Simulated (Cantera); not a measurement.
**Cu + H2O + CO (metals in furnace atmospheres)**

Feed: 1 mol Cu, 1.8 mol H2O, 36 mol CO, at 0.100 bar.

Cantera equilibrium calculation (NASA polynomials, part measured and part estimated; ideal gas, pure solids and liquids). Candidate condensed phases: C, C6H6, C7H8, C8H18, Cu, CuO, Cu(OH)2, Cu2O, H2O; 113 gas species. The numbers say what is thermodynamically allowed, not how fast it happens.

| T (K) | x CO | x CO2 | x H2 | x Cu | x H2O | x H | x Cu2 | n Cu(l) |
|---|---|---|---|---|---|---|---|---|
| 1898 | 0.897 | 0.0396 | 0.0393 | 0.0158 | 0.00728 | 0.000490 | 4.52e-5 | 0.389 |
| 1923 | 0.893 | 0.0393 | 0.0390 | 0.0204 | 0.00736 | 0.000588 | 6.42e-5 | 0.206 |
| 1948 | 0.889 | 0.0389 | 0.0386 | 0.0256 | 0.00743 | 0.000702 | 8.61e-5 | 0 |
| 1973 | 0.889 | 0.0388 | 0.0384 | 0.0256 | 0.00753 | 0.000836 | 7.40e-5 | 0 |
| 1998 | 0.889 | 0.0387 | 0.0382 | 0.0256 | 0.00763 | 0.000992 | 6.38e-5 | 0 |
| 2023 | 0.889 | 0.0386 | 0.0381 | 0.0256 | 0.00772 | 0.00117 | 5.52e-5 | 0 |
| 2048 | 0.889 | 0.0385 | 0.0379 | 0.0257 | 0.00781 | 0.00138 | 4.79e-5 | 0 |
| 2073 | 0.889 | 0.0384 | 0.0376 | 0.0257 | 0.00789 | 0.00161 | 4.18e-5 | 0 |
x: gas mole fraction; n: condensed amount in mol.

From 1898 K to 1923 K the condensed part is Cu(l). From 1948 K to 2073 K nothing is condensed. The main Cu-bearing gas is Cu throughout.
